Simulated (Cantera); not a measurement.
# Adiabatic ignition

An adiabatic, constant-pressure homogeneous reactor starts with 27.0 % H2, 15.3 % O2, 57.7 % N2, equivalence ratio 0.88, at 1023 K and 16.8 atm.

Cantera simulation using GRI-Mech 3.0 (53 species, 325 reactions); the numbers are that mechanism's predictions, not measurements. The hydrogen kinetics of GRI-Mech 3.0 are dated; newer H2 mechanisms differ, most at raised pressure. The pressure lies above the range GRI-Mech 3.0 was tuned for (to about 10 atm).

| t (s) | T (K) | x H2 | x O2 | x NO | x O | x N2O | x H2O |
|---|---|---|---|---|---|---|---|
| 3.00e-6 | 1023 | 0.270 | 0.153 | <1e-12 | 4.64e-12 | <1e-12 | 3.42e-10 |
| 7.17e-6 | 1023 | 0.270 | 0.153 | <1e-12 | 4.84e-12 | <1e-12 | 8.52e-10 |
| 1.72e-5 | 1023 | 0.270 | 0.153 | <1e-12 | 5.31e-12 | <1e-12 | 2.18e-9 |
| 4.10e-5 | 1023 | 0.270 | 0.153 | <1e-12 | 6.52e-12 | <1e-12 | 6.17e-9 |
| 9.81e-5 | 1023 | 0.270 | 0.153 | <1e-12 | 9.93e-12 | <1e-12 | 2.30e-8 |
| 0.000235 | 1023 | 0.270 | 0.153 | <1e-12 | 2.19e-11 | <1e-12 | 1.45e-7 |
| 0.000561 | 1023 | 0.270 | 0.153 | <1e-12 | 8.92e-11 | 2.25e-12 | 1.64e-6 |
| 0.00134 | 1023 | 0.270 | 0.153 | <1e-12 | 7.73e-10 | 2.88e-11 | 3.96e-5 |
| 0.00321 | 1037 | 0.268 | 0.152 | <1e-12 | 1.15e-8 | 4.31e-10 | 0.00158 |
| 0.00767 | 2776 | 0.0105 | 0.0176 | 0.00942 | 0.00160 | 1.98e-6 | 0.290 |
| 0.0183 | 2776 | 0.0105 | 0.0176 | 0.00942 | 0.00160 | 1.98e-6 | 0.290 |
| 0.0439 | 2776 | 0.0105 | 0.0176 | 0.00942 | 0.00160 | 1.98e-6 | 0.290 |
| 0.105 | 2776 | 0.0105 | 0.0176 | 0.00942 | 0.00160 | 1.98e-6 | 0.290 |
| 0.251 | 2776 | 0.0105 | 0.0176 | 0.00942 | 0.00160 | 1.98e-6 | 0.290 |
| 0.600 | 2776 | 0.0105 | 0.0176 | 0.00942 | 0.00160 | 1.98e-6 | 0.290 |
x: mole fraction; the columns are a selection and need not sum to one.

The time of steepest temperature rise comes out as 4.33 ms and the temperature at 0.600 s comes out as 2776 K. The equilibrium temperature is 2776 K. The x(H2) at 0.600 s is 0.0105 (gas-phase equilibrium 0.0105) and the x(O2) at 0.600 s comes out as 0.0176 (gas-phase equilibrium 0.0176). The x(NO) at 0.600 s is 0.00942 (gas-phase equilibrium 0.00942).
